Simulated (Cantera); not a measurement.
# Adiabatic ignition

An adiabatic, constant-pressure homogeneous reactor starts with 13.1 % CH4, 2.23 % H2, 17.8 % O2, 66.9 % N2, at 1200 K and 0.710 bar.

Cantera simulation using GRI-Mech 3.0 (53 species, 325 reactions); the numbers are that mechanism's predictions, not measurements.

```json
[
 {"t (s)": "8.00e-6", "T (K)": "1200", "x CH4": "0.131", "x H2": "0.0223", "x O2": "0.178", "x CH2": "<1e-12", "x NO2": "<1e-12"},
 {"t (s)": "2.15e-5", "T (K)": "1200", "x CH4": "0.131", "x H2": "0.0223", "x O2": "0.178", "x CH2": "<1e-12", "x NO2": "<1e-12"},
 {"t (s)": "5.76e-5", "T (K)": "1200", "x CH4": "0.131", "x H2": "0.0223", "x O2": "0.178", "x CH2": "<1e-12", "x NO2": "<1e-12"},
 {"t (s)": "0.000155", "T (K)": "1200", "x CH4": "0.131", "x H2": "0.0223", "x O2": "0.178", "x CH2": "<1e-12", "x NO2": "<1e-12"},
 {"t (s)": "0.000415", "T (K)": "1200", "x CH4": "0.131", "x H2": "0.0223", "x O2": "0.178", "x CH2": "<1e-12", "x NO2": "<1e-12"},
 {"t (s)": "0.00111", "T (K)": "1200", "x CH4": "0.131", "x H2": "0.0222", "x O2": "0.178", "x CH2": "4.02e-12", "x NO2": "<1e-12"},
 {"t (s)": "0.00299", "T (K)": "1202", "x CH4": "0.130", "x H2": "0.0221", "x O2": "0.178", "x CH2": "6.69e-11", "x NO2": "<1e-12"},
 {"t (s)": "0.00803", "T (K)": "1213", "x CH4": "0.128", "x H2": "0.0218", "x O2": "0.176", "x CH2": "1.48e-10", "x NO2": "<1e-12"},
 {"t (s)": "0.0215", "T (K)": "2529", "x CH4": "<1e-12", "x H2": "0.0823", "x O2": "0.000288", "x CH2": "<1e-12", "x NO2": "9.50e-9"},
 {"t (s)": "0.0578", "T (K)": "2527", "x CH4": "<1e-12", "x H2": "0.0825", "x O2": "0.000278", "x CH2": "<1e-12", "x NO2": "2.04e-8"},
 {"t (s)": "0.155", "T (K)": "2527", "x CH4": "<1e-12", "x H2": "0.0826", "x O2": "0.000278", "x CH2": "<1e-12", "x NO2": "2.05e-8"},
 {"t (s)": "0.416", "T (K)": "2527", "x CH4": "<1e-12", "x H2": "0.0826", "x O2": "0.000278", "x CH2": "<1e-12", "x NO2": "2.05e-8"},
 {"t (s)": "1.12", "T (K)": "2527", "x CH4": "<1e-12", "x H2": "0.0826", "x O2": "0.000278", "x CH2": "<1e-12", "x NO2": "2.05e-8"},
 {"t (s)": "3.00", "T (K)": "2527", "x CH4": "<1e-12", "x H2": "0.0826", "x O2": "0.000278", "x CH2": "<1e-12", "x NO2": "2.05e-8"}
]
```
x: mole fraction; the columns are a selection and need not sum to one.

The time of steepest temperature rise comes out as 17.1 ms. The temperature at 3.00 s is 2527 K and the equilibrium temperature is 2527 K. The x(CH4) at 3.00 s comes out as <1e-12 (gas-phase equilibrium <1e-12), the x(H2) at 3.00 s comes out as 0.0826 (gas-phase equilibrium 0.0826) and the x(O2) at 3.00 s is 0.000278 (gas-phase equilibrium 0.000278).
